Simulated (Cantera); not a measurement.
Cantera run:

```python
import numpy as np
import cantera as ct

gas_names = """
    CL CLO CL2 O O2 O3 Si SiCL SiCL2 SiCL3 SiCL4 SiO SiO2 Si2 Si3
""".split()
cond_names = """
    Si(cr) Si(L) SiO2(Lqz) SiO2(hqz) SiO2(L)
""".split()


# ... load() reads the species with a 1 bar reference pressure and builds the phases ...
atoms = {
    'SiCl4': {'Si': 1, 'CL': 4},
    'O3': {'O': 3},
}
top_T = {}  # K; cautious upper limits of use, not melting points


# ... equilibrate(T, P, feed) seeds the gas with the atoms and calls Mixture.equilibrate('TP', solver="vcs", rtol=1e-11, max_steps=5000) ...
results = []
feed = {'SiCl4': 1, 'O3': 0.85}  # mol
P = 1333.22  # Pa
for T in [900, 1000, 1100, 1200, 1300, 1400, 1500, 1600, 1700, 1800]:
    mix = equilibrate(T, P, feed)
    results.append((T, P, feed, dict(zip(mix.species_names, mix.species_moles))))

top = {s: max(r[3][s] / sum(r[3][g] for g in gas_names) for r in results) for s in gas_names}
cols = sorted((s for s in top if top[s] > 1e-06), key=lambda s: -top[s])[:6]
seen = [c for c in cond_names if any(r[3].get(c, 0) > 1e-12 for r in results)]
print("log10 of partial pressures in bar; condensed amounts in mol")
print(f"{'T/K':>10s}" + "".join(f"{s[:9]:>10s}" for s in cols + seen))
for T, P, feed, n in results:
    ng = sum(n[g] for g in gas_names)
    print(f"{T:10.4g}" + "".join(f"{np.log10(max(n[s] / ng * P / 1e5, 1e-99)):10.3f}" for s in cols)
          + "".join(f"{n.get(c, 0):10.4g}" for c in seen))
```

Output:

```
log10 of partial pressures in bar; condensed amounts in mol
       T/K       CL2        CL        O2       CLO         O     SiCL4 SiO2(hqz)   SiO2(L)
       900    -1.931    -5.097    -2.793    -7.569   -12.665   -12.910         1         0
      1000    -1.933    -4.377    -2.793    -6.980   -11.200   -11.484         1         0
      1100    -1.937    -3.788    -2.795    -6.500   -10.001   -10.324         1         0
      1200    -1.949    -3.300    -2.801    -6.106    -9.002    -9.373         1         0
      1300    -1.978    -2.895    -2.814    -5.785    -8.159    -8.597         1         0
      1400    -2.038    -2.565    -2.840    -5.536    -7.444    -7.990         1         0
      1500    -2.149    -2.308    -2.882    -5.358    -6.833    -7.563         1         0
      1600    -2.331    -2.125    -2.937    -5.255    -6.307    -7.342         1         0
      1700    -2.590    -2.012    -2.992    -5.215    -5.846    -7.341         0         1
      1800    -2.905    -1.953    -3.030    -5.218    -5.430    -7.533         0         1
```

Cantera equilibrium calculation (NASA polynomials, part measured and part estimated; ideal gas, pure solids and liquids). The tables hold silica as quartz up to 1696 K and as liquid above; real silica turns to tridymite and cristobalite and melts near 1996 K.
